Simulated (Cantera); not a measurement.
Feed: 1 mol NF₃, 1.8 mol O₂, 5.6 mol H₂, held at 86.0 mbar.

Equilibrium computed with Cantera from the NASA thermochemical tables; the gas is ideal and each condensed phase is pure. Candidate condensed phases: H₂O; 40 gas species. Rates play no part. All values below are at 1450 °C.

Base state: H₂O 0.474, HF 0.395, N₂ 0.0658, H₂ 0.0657, H 0.000159, OH 6.30e-5 (mole fractions); condensed: gas only.

Question: What changes in the equilibrium state with this change: NF₃ replaced by PH₃?

Answer: 
| species | before | after |
|---|---|---|
| H₂ | 0.0657 | 0.564 |
| H₂O | 0.474 | 0.333 |
| PO₂ | 0 | 0.0424 |
| HF | 0.395 | 0 |
| N₂ | 0.0658 | 0 |
| PO | 0 | 0.0369 |
| P₂ | 0 | 0.0235 |
| P | 0 | 1.95e-5 |
| PH | 0 | 1.42e-5 |
Gases not in the tables: HPO₂, HPO₃ and P₄O₆. Further candidate phases: P, P₄O₁₀.

Question: What changes in the equilibrium state with this change: 0.029 mol H₂S added?

Answer: 
```json
[
 {"species": "H₂O", "before": "0.474", "after": "0.463"},
 {"species": "HF", "before": "0.395", "after": "0.392"},
 {"species": "H₂", "before": "0.0657", "after": "0.0760"},
 {"species": "SO₂", "before": "0", "after": "0.00346"},
 {"species": "N₂", "before": "0.0658", "after": "0.0653"},
 {"species": "SO", "before": "0", "after": "0.000180"},
 {"species": "H₂S", "before": "0", "after": "9.46e-5"},
 {"species": "SH", "before": "0", "after": "2.88e-5"}
]
```
Further candidate phases: H₂SO₄, S.
